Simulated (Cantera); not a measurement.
Predominance diagram of Sr at 1150 K against the partial pressures of O₂ and H₂O (log10, bar). Standard-state values (1 bar) from the NASA 1993 polynomials, evaluated with Cantera. Candidates: Sr(l), SrO(s), Sr(OH)₂(l). Only these pure phases compete in this equilibrium. Not in the tables: the peroxide.

```
log p(H₂O) \ log p(O₂)
        columns: -18, -17.1, -16.3, -15.4, -14.6, -13.7, -12.9, -12, -11.1, -10.3, -9.4, -8.6, -7.7, -6.9, -6, -5.1, -4.3, -3.4, -2.6, -1.7, -0.9, 0
      1  A A B B B B B B B B B B B B B B B B B B B B
   -0.8  C C C C C C C C C C C C C C C C C C C C C C
   -2.6  C C C C C C C C C C C C C C C C C C C C C C
   -4.3  C C C C C C C C C C C C C C C C C C C C C C
   -6.1  C C C C C C C C C C C C C C C C C C C C C C
   -7.9  C C C C C C C C C C C C C C C C C C C C C C
   -9.7  C C C C C C C C C C C C C C C C C C C C C C
  -11.4  C C C C C C C C C C C C C C C C C C C C C C
  -13.2  C C C C C C C C C C C C C C C C C C C C C C
    -15  C C C C C C C C C C C C C C C C C C C C C C
```

A: out of reach (another gas would pass 10 bar, or a non-metal would condense); B: Sr(OH)₂(l); C: SrO(s).
